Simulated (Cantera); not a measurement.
# Adiabatic ignition

An adiabatic, constant-volume homogeneous reactor starts with 10.6 % CH₄, 9.31 % H₂, 16.3 % O₂, 61.4 % N₂, 2.39 % H₂O, at 1225 K and 1.68 atm.

Cantera simulation using GRI-Mech 3.0 (53 species, 325 reactions); the numbers are that mechanism's predictions, not measurements.

```tsv
t (s)	T (K)	P (bar)	x CH₄	x H₂	x O₂	x CH₂CO	x C₂H	x C₂H₆
1.00e-6	1225	1.70	0.106	0.0931	0.163	<1e-12	<1e-12	<1e-12
4.64e-6	1225	1.70	0.106	0.0931	0.163	<1e-12	<1e-12	<1e-12
2.15e-5	1225	1.70	0.106	0.0931	0.163	<1e-12	<1e-12	2.34e-11
0.000100	1225	1.70	0.106	0.0931	0.163	<1e-12	<1e-12	5.80e-8
0.000464	1271	1.76	0.101	0.0911	0.159	5.46e-6	<1e-12	0.00115
0.00215	2814	4.15	7.54e-12	0.103	0.000474	<1e-12	<1e-12	<1e-12
0.0100	2814	4.15	7.55e-12	0.103	0.000473	<1e-12	<1e-12	<1e-12
0.0464	2814	4.15	7.55e-12	0.103	0.000473	<1e-12	<1e-12	<1e-12
0.215	2814	4.15	7.55e-12	0.103	0.000473	<1e-12	<1e-12	<1e-12
1.00	2814	4.15	7.55e-12	0.103	0.000473	<1e-12	<1e-12	<1e-12
```
x: mole fraction; the columns are a selection and need not sum to one.

The time of steepest temperature rise is 0.746 ms and the temperature at 1.00 s is 2814 K. The equilibrium temperature is 2814 K, the x(CH₄) at 1.00 s is 7.55e-12 (gas-phase equilibrium 8.69e-12) and the x(H₂) at 1.00 s comes out as 0.103 (gas-phase equilibrium 0.103). The x(O₂) at 1.00 s is 0.000473 (gas-phase equilibrium 0.000473).
